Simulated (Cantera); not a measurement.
## Premixed flame

A freely propagating, adiabatic, planar premixed flame of 21.2 % H₂, 16.5 % O₂, 62.3 % N₂, unburnt at 650 K and 1.00 bar; mixture-averaged transport, grid criteria slope 0.08 and curve 0.16, no radiation.

Cantera simulation using the H2/O2 subset of GRI-Mech 3.0, which has no nitrogen chemistry; the numbers are that mechanism's predictions, not measurements. Burning velocities carry a grid error of a few per cent, more on coarse grids. Lean hydrogen flames are cellular in practice and burn faster than this planar one.

| z (mm) | T (K) | u (m/s) | x H₂ | x O₂ | x O | x OH | x H₂O | x H₂O₂ |
|---|---|---|---|---|---|---|---|---|
| -1.36 | 650 | 5.79 | 0.212 | 0.165 | <1e-8 | <1e-8 | <1e-8 | <1e-8 |
| -0.904 | 650 | 5.79 | 0.212 | 0.165 | <1e-8 | <1e-8 | <1e-8 | <1e-8 |
| -0.678 | 650 | 5.79 | 0.212 | 0.165 | <1e-8 | <1e-8 | <1e-8 | <1e-8 |
| -0.452 | 650 | 5.79 | 0.212 | 0.165 | 1.32e-8 | <1e-8 | 1.24e-6 | <1e-8 |
| -0.226 | 673 | 5.95 | 0.204 | 0.166 | 1.50e-5 | 7.34e-5 | 0.00145 | 5.54e-6 |
| -0.113 | 853 | 7.37 | 0.170 | 0.162 | 0.000426 | 0.000723 | 0.0199 | 1.31e-5 |
| 0 | 1215 | 10.2 | 0.0922 | 0.130 | 0.00524 | 0.00354 | 0.0901 | 7.42e-6 |
| 0.113 | 1494 | 12.4 | 0.0338 | 0.0875 | 0.0124 | 0.00903 | 0.162 | 4.00e-6 |
| 0.226 | 1641 | 13.6 | 0.0196 | 0.0739 | 0.0139 | 0.0120 | 0.184 | 2.18e-6 |
| 0.452 | 1792 | 14.7 | 0.0151 | 0.0692 | 0.0117 | 0.0138 | 0.197 | 1.10e-6 |
| 0.904 | 1929 | 15.7 | 0.0113 | 0.0671 | 0.00825 | 0.0141 | 0.207 | 6.13e-7 |
| 1.81 | 2039 | 16.4 | 0.00710 | 0.0660 | 0.00495 | 0.0125 | 0.217 | 3.80e-7 |
| 3.61 | 2115 | 17.0 | 0.00364 | 0.0658 | 0.00246 | 0.00971 | 0.225 | 2.53e-7 |
x: mole fraction of selected species; z is measured from the peak of heat release.

The laminar burning velocity is 579 cm/s. The thermal thickness comes out as 0.452 mm, the peak x(O) comes out as 0.0139 and the peak x(OH) comes out as 0.0142. The peak x(H₂O₂) comes out as 1.33e-5 and the grid points is 126.
